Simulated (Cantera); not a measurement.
Input: 1 mol n-butane, 0.062 mol O2, 3.8 mol CO2, at 2002 °C and 14.0 Pa.

These are equilibrium values from Cantera (NASA tables, ideal gas, pure condensed phases), not measurements of a reactor. Candidate condensed phases: C, C6H6, C7H8, C8H18, H2O; 110 gas species. Equilibrium is a limit: real reactors are often held back by kinetics, nucleation or transport.

Base state: CO 0.515, H 0.305, H2 0.180, C2H2 (acetylene) 0.000686, C3 7.49e-5, C2H 4.91e-5, C 3.96e-5 (mole fractions); condensed: C(graphite).

Q: What changes in the equilibrium state with this change: O2 from 0.062 to 0.25 mol?

A: 
```csv
species,before,after
CO,0.515,0.511
H,0.305,0.297
H2,0.180,0.172
H2O,<1e-9,0.00926
CO2,<1e-9,0.00499
O,<1e-9,0.00297
OH,<1e-9,0.00250
C2H2 (acetylene),0.000686,<1e-9
"C(graphite), mol",0.0497,0
```
